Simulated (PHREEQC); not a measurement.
PHREEQC input (ion-association model, wateq4f.dat):

```
SOLUTION_MASTER_SPECIES
  An  An-  0  An  62.0  # stands for a non-complexing anion
SOLUTION_SPECIES
  An- = An-
    -log_k 0
    -gamma 3.0 0
PHASES
  Fix_H+
    H+ = H+
    -log_k 0
SOLUTION 1
  temp 25
  units mmol/kgw
  pH 7 charge
  Cl 3.6
  Ni 1.8
  Na 1
  An 1
END
SELECTED_OUTPUT 1
  -reset false
  -pH true
  -pe true
  -ionic_strength true
  -water true
  -totals Cl Na Ni
  -molalities Hfo_wOH Hfo_wOH2+ Hfo_wO- Hfo_sOH Hfo_sOH2+ Hfo_sO- Hfo_sONi+ Hfo_wONi+
  -saturation_indices Ni(OH)2 Halite
USER_PUNCH 1
  -headings sigma psi
  10 PUNCH EDL("sigma", "Hfo"), EDL("psi", "Hfo")
PRINT
  -reset false
USE solution 1
SURFACE 1
  Hfo_wOH 0.00191011 600 0.85
  Hfo_sOH 4.77528e-05
EQUILIBRIUM_PHASES 1
  Fix_H+ -3 HAn 10
    -force_equality true
  O2(g) -0.68 10
END
# ... the last block is repeated for the other 16 points of pH, with NaOH or the acid as the point needs
```

Selected output (columns that matter, 17 of 17 rows; pH added in front):

```
pH	mu	Cl	Na	Ni	m_Hfo_wOH	m_Hfo_wOH2+	m_Hfo_wO-	m_Hfo_sOH	m_Hfo_sOH2+	m_Hfo_sO-	si_Ni(OH)2	si_Halite	sigma	psi
3	0.0082958	0.0036	0.001	0.0018	0.0002877	0.0016212	1.1695e-06	7.1915e-06	4.0526e-05	2.9235e-08	-7.7128	-7.1098	0.31419	0.20936
3.5	0.0074021	0.0036	0.001	0.0017999	0.0005678	0.0013368	5.525e-06	1.418e-05	3.3385e-05	1.3798e-07	-6.7047	-7.1058	0.25818	0.2022
4	0.0070059	0.0036	0.001	0.0017996	0.0008593	0.0010344	1.6352e-05	2.1308e-05	2.5651e-05	4.055e-07	-5.701	-7.1039	0.19748	0.18986
4.5	0.0067805	0.0036	0.001	0.0017971	0.0011018	0.00077215	3.6016e-05	2.5956e-05	1.819e-05	8.4846e-07	-4.6994	-7.1028	0.14311	0.17418
5	0.006603	0.0036	0.001	0.001784	0.0012758	0.00056741	6.5718e-05	2.2023e-05	9.7943e-06	1.1344e-06	-3.7008	-7.1018	0.099579	0.15628
5.5	0.0064234	0.0036	0.001	0.0017551	0.0013821	0.00041389	0.00010574	8.1674e-06	2.4458e-06	6.2482e-07	-2.7061	-7.1009	0.067134	0.13687
6	0.0061889	0.0036	0.001	0.0016976	0.0014073	0.00028931	0.00015682	1.5322e-06	3.1498e-07	1.7074e-07	-1.7181	-7.0996	0.044469	0.11695
6.5	0.0059986	0.0036	0.001412	0.0015064	0.0012635	0.00014104	0.00025932	3.2757e-07	3.6565e-08	6.7229e-08	-0.7681	-6.9486	0.033155	0.10306
7	0.0057237	0.0035999	0.0020103	0.0012183	0.0008735	3.7601e-05	0.00046487	1.0498e-07	4.5191e-09	5.5871e-08	0.1423	-6.7935	0.029209	0.097966
7.5	0.0054921	0.0035999	0.0025	0.00098005	0.00044808	6.7343e-06	0.000683	3.7302e-08	5.6061e-10	5.6858e-08	1.0493	-6.6973	0.027166	0.095422
8	0.0053561	0.0035999	0.0027855	0.00084437	0.00018172	9.2305e-07	0.00081952	1.2874e-08	6.5393e-11	5.8059e-08	1.9827	-6.6495	0.025905	0.093713
8.5	0.0052823	0.0035999	0.0029335	0.00078696	6.4482e-05	1.0822e-07	0.00088017	4.2972e-09	7.2121e-12	5.8657e-08	2.9402	-6.6265	0.025138	0.092587
9	0.0051892	0.0035999	0.0031131	0.00076882	2.2458e-05	1.2779e-08	0.00090415	1.4691e-09	8.3599e-13	5.9147e-08	3.8761	-6.6001	0.024014	0.090797
9.5	0.0049516	0.0035999	0.0036752	0.00077219	9.4911e-06	2.2419e-09	0.0009205	6.2301e-10	1.4716e-13	6.0423e-08	4.6305	-6.5263	0.020282	0.083807
10	0.0048104	0.0035999	0.0044614	0.0007898	6.5512e-06	1.0448e-09	0.00094104	4.3788e-10	6.9834e-14	6.2898e-08	4.9542	-6.4411	0.013062	0.064319
10.5	0.00513	0.0035999	0.0050627	0.00080774	6.5016e-06	1.0097e-09	0.00095903	4.4279e-10	6.8769e-14	6.5315e-08	4.9608	-6.388	0.0062629	0.035423
11	0.0061148	0.0035999	0.0061066	0.00082435	7.8738e-06	1.4578e-09	0.00097426	5.4582e-10	1.0105e-13	6.7536e-08	4.7936	-6.3121	0.00023759	0.0013305
```

Along this series the solution becomes supersaturated in solids that the run did not let form, among them Ni(OH)2. The oxide is taken as insoluble; below pH 4 it would dissolve.
